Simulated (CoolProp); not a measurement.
Model: reference Helmholtz-energy equation of state, Thol 2017, in CoolProp.

Give the vapour pressure (MPa), liquid density (kg/m³), vapour density (kg/m³), liquid cp (kJ/(kg K)) of saturated decamethyltetrasiloxane (MD2M) at 183.45, 215.75 °C.


| T (°C) | p (MPa) | liquid density (kg/m³) | vapour density (kg/m³) | liquid cp (kJ/(kg K)) |
|---|---|---|---|---|
| 183.45 | 0.0770 | 681 | 6.70 | 2.09 |
| 215.75 | 0.165 | 639 | 14.1 | 2.16 |
